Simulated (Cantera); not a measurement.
Feed: 1 mol SiCl₄, 1.9 mol HCl, 2.5 mol H₂, equilibrated at 802 °C and 1 atm.

Cantera equilibrium calculation (NASA polynomials, part measured and part estimated; ideal gas, pure solids and liquids). Candidate condensed phases: Si; 19 gas species. The tables' values for SiCl₃ are old estimates; treat these amounts as uncertain. Kinetics and transport are ignored.

Base state: H₂ 0.460, HCl 0.355, SiCl₄ 0.182, SiHCl₃ 0.00293, SiCl₃ 0.000183 (mole fractions); condensed: gas only.

What changes in the equilibrium state with this change: HCl from 1.9 to 4.1 mol?


```csv
species,before,after
HCl,0.355,0.541
H₂,0.460,0.328
SiCl₄,0.182,0.131
SiHCl₃,0.00293,0.000984
SiCl₃,0.000183,7.27e-5
```
